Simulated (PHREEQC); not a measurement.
A solution holds 0.084 mol CdSO4, 8.4e-05 mol Cd(NO3)2 and 5.3e-05 mol NaBF4 per kg of water, at 25 °C. Closed to the air; pH follows from the charge balance.

Model: ion-association model, phreeqc.dat, run in PHREEQC.

Precipitation was switched off in this run.

**Question.** What pH, density, ionic strength does the model give?

**Answer.** pH 4.21; density 1.013 g/cm³; ionic strength 0.160 mol/kgw.

**Question.** In which forms is N present?

**Answer.** NO3- 97 %, CdNO3+ 3.0 % of the N.

Real BF4- forms and hydrolyses slowly; the run takes it at equilibrium.
